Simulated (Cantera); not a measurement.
# Stirred combustor or abatement burner

A perfectly stirred reactor is fed with CH₄ : C₂H₆ : C₃H₈ : O₂ : N₂ : CO₂ = 1 : 0.16 : 0.038 : 3.02 : 11.4 : 0.097 (molar parts), equivalence ratio 0.91, at 17.0 bar; it is adiabatic with a 450 K inlet, and is followed from long to short residence time, starting on the burning branch (τ in s: 0.052, 0.022, 0.0092, 0.0038, 0.0016, 0.00067, 0.00028, 0.00012, 4.9e-05, 2.1e-05, 8.6e-06, 3.6e-06).

Model: GRI-Mech 3.0 (53 species, 325 reactions), integrated in Cantera. The pressure lies above the range GRI-Mech 3.0 was tuned for (to about 10 atm).

```csv
τ (s),T (K),x CH₄,x C₂H₆,x C₃H₈,x CH₂O,x HCO
0.052,2266,6.72e-7,1.22e-8,3.22e-9,1.31e-7,2.91e-9
0.022,2267,1.55e-6,2.84e-8,7.50e-9,3.05e-7,6.53e-9
0.0092,2266,3.55e-6,6.68e-8,1.76e-8,7.07e-7,1.53e-8
0.0038,2263,8.02e-6,1.58e-7,4.16e-8,1.62e-6,3.67e-8
0.0016,2255,1.70e-5,3.65e-7,9.47e-8,3.47e-6,8.69e-8
0.00067,2241,3.44e-5,8.30e-7,2.11e-7,7.07e-6,2.07e-7
0.00028,2218,6.78e-5,1.86e-6,4.59e-7,1.38e-5,4.96e-7
0.00012,2183,0.000133,4.09e-6,9.63e-7,2.62e-5,1.16e-6
4.9e-5,2127,0.000293,9.89e-6,2.19e-6,5.36e-5,2.88e-6
2.1e-5,2023,0.000894,3.15e-5,6.35e-6,0.000135,6.86e-6
8.6e-6,450,0.0636,0.0102,0.00242,<1e-12,<1e-12
3.6e-6,450,0.0636,0.0102,0.00242,<1e-12,<1e-12
```
x: mole fraction; the columns are a selection and need not sum to one.
